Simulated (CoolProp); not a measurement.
Properties of carbon monoxide along the isotherm 151.7 K.

Computed with CoolProp (reference Helmholtz-energy equation of state, Lemmon 2006). It is a short technical equation, of lower accuracy than the large ones.

```json
[
 {"p (MPa)": "0.583", "phase": "gas", "density (kg/m³)": "13.46", "cp (kJ/(kg K))": "1.102", "isothermal compressibility (1/MPa)": "1.785", "expansivity (1/kK)": "7.420"},
 {"p (MPa)": "1.17", "phase": "gas", "density (kg/m³)": "28.19", "cp (kJ/(kg K))": "1.179", "isothermal compressibility (1/MPa)": "0.9303", "expansivity (1/kK)": "8.446"},
 {"p (MPa)": "1.75", "phase": "gas", "density (kg/m³)": "44.14", "cp (kJ/(kg K))": "1.277", "isothermal compressibility (1/MPa)": "0.6543", "expansivity (1/kK)": "9.716"},
 {"p (MPa)": "2.33", "phase": "gas", "density (kg/m³)": "61.81", "cp (kJ/(kg K))": "1.402", "isothermal compressibility (1/MPa)": "0.5208", "expansivity (1/kK)": "11.34"},
 {"p (MPa)": "2.92", "phase": "gas", "density (kg/m³)": "82.01", "cp (kJ/(kg K))": "1.573", "isothermal compressibility (1/MPa)": "0.4448", "expansivity (1/kK)": "13.50"},
 {"p (MPa)": "3.5", "phase": "supercritical", "density (kg/m³)": "104.7", "cp (kJ/(kg K))": "1.802", "isothermal compressibility (1/MPa)": "0.4009", "expansivity (1/kK)": "16.36"},
 {"p (MPa)": "4.08", "phase": "supercritical", "density (kg/m³)": "131.0", "cp (kJ/(kg K))": "2.125", "isothermal compressibility (1/MPa)": "0.3754", "expansivity (1/kK)": "20.26"},
 {"p (MPa)": "4.66", "phase": "supercritical", "density (kg/m³)": "162.2", "cp (kJ/(kg K))": "2.585", "isothermal compressibility (1/MPa)": "0.3610", "expansivity (1/kK)": "25.60"},
 {"p (MPa)": "5.25", "phase": "supercritical", "density (kg/m³)": "200.0", "cp (kJ/(kg K))": "3.218", "isothermal compressibility (1/MPa)": "0.3483", "expansivity (1/kK)": "32.51"}
]
```
